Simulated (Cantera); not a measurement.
## Stirred combustor or abatement burner

A perfectly stirred reactor is fed with 17.5 % CO, 1.25 % H2, 18.1 % O2, 63.1 % N2, equivalence ratio 0.52, at 7500 Torr; it is adiabatic with a 323 K inlet, and is followed from long to short residence time, starting on the burning branch (τ in s: 0.12, 0.059, 0.028, 0.014, 0.0067, 0.0033, 0.0016, 0.00077, 0.00037, 0.00018, 8.8e-05, 4.3e-05).

Cantera simulation using GRI-Mech 3.0 (53 species, 325 reactions); the numbers are that mechanism's predictions, not measurements. The hydrogen kinetics of GRI-Mech 3.0 are dated; newer H2 mechanisms differ, most at raised pressure.

| τ (s) | T (K) | x CO | x H2 | x O2 | x H2O2 | x NO | x N2O | x H |
|---|---|---|---|---|---|---|---|---|
| 0.12 | 1883 | 0.000408 | 4.59e-6 | 0.0957 | 2.94e-8 | 0.000183 | 1.21e-6 | 9.95e-7 |
| 0.059 | 1881 | 0.000639 | 6.79e-6 | 0.0958 | 3.85e-8 | 0.000146 | 1.66e-6 | 1.70e-6 |
| 0.028 | 1878 | 0.00104 | 1.05e-5 | 0.0960 | 5.28e-8 | 0.000125 | 2.38e-6 | 3.16e-6 |
| 0.014 | 1873 | 0.00164 | 1.60e-5 | 0.0962 | 7.20e-8 | 0.000114 | 3.29e-6 | 5.80e-6 |
| 0.0067 | 1865 | 0.00269 | 2.52e-5 | 0.0966 | 1.01e-7 | 0.000104 | 4.48e-6 | 1.12e-5 |
| 0.0033 | 1852 | 0.00431 | 3.88e-5 | 0.0972 | 1.40e-7 | 9.25e-5 | 5.63e-6 | 2.11e-5 |
| 0.0016 | 1832 | 0.00702 | 6.01e-5 | 0.0983 | 1.97e-7 | 7.61e-5 | 6.53e-6 | 3.98e-5 |
| 0.00077 | 1797 | 0.0116 | 9.29e-5 | 0.100 | 2.85e-7 | 5.55e-5 | 6.90e-6 | 7.28e-5 |
| 0.00037 | 1734 | 0.0201 | 0.000146 | 0.104 | 4.43e-7 | 3.35e-5 | 6.69e-6 | 0.000123 |
| 0.00018 | 323 | 0.175 | 0.0125 | 0.181 | <1e-12 | <1e-12 | <1e-12 | <1e-12 |
| 8.8e-5 | 323 | 0.175 | 0.0125 | 0.181 | <1e-12 | <1e-12 | <1e-12 | <1e-12 |
| 4.3e-5 | 323 | 0.175 | 0.0125 | 0.181 | <1e-12 | <1e-12 | <1e-12 | <1e-12 |
x: mole fraction; the columns are a selection and need not sum to one.
